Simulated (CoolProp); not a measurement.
Vapour-liquid equilibrium of CH2F2 (R32) (1) + isobutane (2) at 6.76 bar; x and y are mole fractions of (1).

Values from CoolProp's multi-fluid Helmholtz-energy mixture model, Tillner-Roth 1997 and Bücker 2006; pair parameters Bell 2016.

Q: Give the bubble temperature and the first vapour's composition at x = 0.05, 0.55, 0.85. Is there an azeotrope?

A: x = 0.05: 29.3 °C, y = 0.396; x = 0.55: -6.8 °C, y = 0.835; x = 0.85: -7.3 °C, y = 0.860. y crosses x between x = 0.85 and 0.95: the model has an azeotrope there.

Pair parameters are fitted to limited data, so mixtures are less certain than the pure fluids. With so large a gap from Raoult's law the liquid may split in two, which this calculation doesn't test in full.
